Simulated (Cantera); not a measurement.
A freely propagating, adiabatic, planar premixed flame of H₂ : O₂ : N₂ = 1 : 0.357 : 1.34 (molar parts), unburnt at 525 K and 0.128 atm; mixture-averaged transport, grid criteria slope 0.08 and curve 0.16, no radiation.

Model: the H2/O2 subset of GRI-Mech 3.0, which has no nitrogen chemistry, integrated in Cantera. Burning velocities carry a grid error of a few per cent, more on coarse grids.

Question: Predict: laminar burning velocity; thermal thickness; peak x(OH); peak x(H₂O₂); peak x(HO₂).

Answer: 
```
Item                        Result
------------------------  --------
laminar burning velocity  535 cm/s
thermal thickness          6.18 mm
peak x(OH)                  0.0129
peak x(H₂O₂)               1.88e-6
peak x(HO₂)                6.21e-5
```
